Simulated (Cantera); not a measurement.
Input (Python, Cantera):

```python
import numpy as np
import cantera as ct

gas = ct.Solution("h2o2.yaml")
gas.TPX = 700, 13000, {'H2': 1, 'O2': 0.217, 'N2': 0.817}
flame = ct.FreeFlame(gas, width=0.17)
flame.set_refine_criteria(ratio=3, slope=0.08, curve=0.16)
flame.transport_model = "mixture-averaged"
flame.solve(loglevel=0, auto=True)
z, T = flame.grid, flame.T
thick = (T[-1] - T[0]) / np.gradient(T, z).max()
show = ['H2', 'O2', 'H2O', 'H', 'O', 'OH']
print(f"laminar burning velocity  {flame.velocity[0] * 100:.3f} cm/s")
print(f"burnt temperature         {T[-1]:.1f} K")
print(f"thermal thickness         {thick * 1e3:.4f} mm")
print(f"grid points               {len(z)}")
z0 = z[flame.heat_release_rate.argmax()]
print(f"{'z/mm':>9s}{'T/K':>9s}{'u/(m/s)':>9s}" + "".join(f"{s:>11s}" for s in show))
rows = []
for k in (-3, -2, -1.5, -1, -0.5, -0.25, 0, 0.25, 0.5, 1, 2, 4, 8):
    zz = z0 + k * thick
    rows.append([k * thick, np.interp(zz, z, T), np.interp(zz, z, flame.velocity),
                 *(np.interp(zz, z, flame.X[gas.species_index(s)]) for s in show)])
    print(f"{rows[-1][0] * 1e3:9.3f}{rows[-1][1]:9.1f}{rows[-1][2]:9.3f}" + "".join(f"{x:11.3e}" for x in rows[-1][3:]))
```

Output:

```
laminar burning velocity  908.696 cm/s
burnt temperature         2246.3 K
thermal thickness         7.0539 mm
grid points               142
     z/mm      T/K  u/(m/s)         H2         O2        H2O          H          O         OH
  -21.162    700.0    9.087  4.916e-01  1.067e-01  8.422e-12  5.263e-13  8.563e-15  9.798e-16
  -14.108    700.0    9.087  4.916e-01  1.067e-01  6.922e-11  2.077e-10  3.197e-12  3.752e-13
  -10.581    700.0    9.087  4.916e-01  1.067e-01  1.681e-09  9.895e-09  1.418e-10  1.729e-11
   -7.054    700.0    9.087  4.916e-01  1.067e-01  2.237e-07  1.578e-06  2.089e-08  3.533e-09
   -3.527    708.0    9.183  4.899e-01  1.065e-01  6.207e-04  8.630e-04  1.436e-05  1.430e-05
   -1.763    794.3   10.221  4.674e-01  1.028e-01  1.021e-02  1.364e-02  3.206e-04  1.658e-04
    0.000   1110.9   14.003  3.216e-01  5.436e-02  1.098e-01  9.539e-02  4.138e-03  1.827e-03
    1.763   1333.8   16.683  2.248e-01  3.848e-03  2.100e-01  1.401e-01  2.090e-03  2.405e-03
    3.527   1415.4   17.606  2.251e-01  8.400e-04  2.172e-01  1.336e-01  1.499e-03  2.733e-03
    7.054   1515.3   18.712  2.342e-01  6.310e-04  2.186e-01  1.195e-01  1.465e-03  3.340e-03
   14.108   1633.3   19.989  2.456e-01  5.478e-04  2.203e-01  1.023e-01  1.347e-03  3.944e-03
   28.216   1760.3   21.329  2.576e-01  4.242e-04  2.227e-01  8.356e-02  1.101e-03  4.328e-03
   56.431   1886.1   22.623  2.694e-01  2.891e-04  2.256e-01  6.494e-02  7.875e-04  4.326e-03
```

Computed with Cantera and the H2/O2 subset of GRI-Mech 3.0, which has no nitrogen chemistry. Burning velocities carry a grid error of a few per cent, more on coarse grids.
